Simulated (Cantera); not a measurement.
**Ignition delay**

Mixture: 20.4 % CH3OH, 16.1 % O2, 60.6 % N2, 2.86 % CO2, equivalence ratio 1.9, at 5.00 bar, adiabatic and at constant volume. Ignition delay is the time to a rise of 400 K.

Computed with Cantera and GRI-Mech 3.0 (53 species, 325 reactions). GRI-Mech 3.0 was tuned for natural gas; its chemistry of methanol as a main component is partial and can be far from experiment.

```csv
T0 (K),delay (ms)
1300,0.447
1350,0.226
1400,0.121
1450,0.0683
1500,0.0404
1550,0.0250
1600,0.0160
```

```json
{
  "apparent activation energy between 1500 and 1600 K": "180 kJ/mol"
}
```
